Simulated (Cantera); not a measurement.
## Silicon nitride deposition: SiCl4 + NH3 + N2

A closed system holds: 1 mol SiCl4, 0.2 mol NH3, 53 mol N2.

Cantera equilibrium calculation (NASA polynomials, part measured and part estimated; ideal gas, pure solids and liquids). Candidate condensed phases: NH4Cl, Si, Si3N4; 28 gas species. The tables' values for SiCl3 are old estimates. Equilibrium is a limit: real reactors are often held back by kinetics, nucleation or transport.

Stable condensed phases:

```
T in K \ P in Pa
              5     13     36     98    260    710   1900   5100  14000  37000 100000
   1998       A      A      A      A      A      A      A      A      A      A      A
   1898       A      A      A      A      A      A      A      A      A      A      A
   1798       A      A      A      A      A      A      A      A      A      A      A
   1698       A      A      A      A      A      A      A      A      A      A      A
   1598       A      A      A      A      A      A      A      A      A      A      A
   1498       A      A      A      A      A      A      A      A      A      A      B
   1398       A      A      A      A      A      A      A      A      B      B      B
   1298       A      A      A      A      A      B      B      B      B      B      B
   1198       A      A      A      B      B      B      B      B      B      B      B
```

A: gas only; B: Si3N4.
